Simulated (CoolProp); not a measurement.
A closed Brayton cycle with dry air: compressor inlet 306.15 K and 7.1 MPa, high pressure 21.2 MPa, turbine inlet 955 K, compressor efficiency 0.8, turbine efficiency 0.93, recuperator effectiveness 0.9 (on enthalpy, no pinch check). Each further row changes one setting.

Values from CoolProp's reference Helmholtz-energy equation of state, Lemmon 2000. It is a pseudo-pure fit of the blend.

```csv
case,thermal efficiency (%),net work (kJ/kg),compressor to turbine work,compressor exit (K),turbine exit (K)
as stated,37.0,108,0.58,447.5,735.3
turbine inlet 905 K,34.5,94.3,0.61,447.5,695.0
compressor inlet 316.15 K,35.5,(withheld),(withheld),462.0,735.3
high pressure 18 MPa,(withheld),99.1,(withheld),423.4,764.9
recuperator effectiveness 0.5,26.0,108,0.58,447.5,735.3
```

Question: Complete the blanks.

Answer: 
- compressor inlet 316.15 K, net work (kJ/kg): 102
- compressor inlet 316.15 K, compressor to turbine work: 0.60
- high pressure 18 MPa, thermal efficiency (%): 37.7
- high pressure 18 MPa, compressor to turbine work: 0.55
